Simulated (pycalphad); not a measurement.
**Effect of Mn content in Al-Mn-Si**

Computed with pycalphad from the COST 507 light-alloy database (1999), at 1 atm. The data set is of 1999 and partly superseded. Phase fractions are per mole of atoms.

Question: One of these alloys has its liquidus at 996 K, its solidus at 850 K, and holds liquid 0.93, ALMNSI_DELTA 0.04, diamond (Si) 0.03 at 950 K. Which?
(A) Al-1.1Mn-23.3Si (at.%)
(B) Al-1.65Mn-23.3Si (at.%)
(C) Al-2.2Mn-23.3Si (at.%)
(D) Al-3.3Mn-23.3Si (at.%)

Answer: C, Al-2.2Mn-23.3Si (at.%). The others: Al-1.1Mn-23.3Si (at.%), liquidus 1007, solidus 850; Al-1.65Mn-23.3Si (at.%), liquidus 1002, solidus 850; Al-3.3Mn-23.3Si (at.%), liquidus 1007, solidus 850

Database names, with the compositions (at.%) that they take in these runs: ALMNSI_DELTA: Si 50 Al 33 Mn 17.
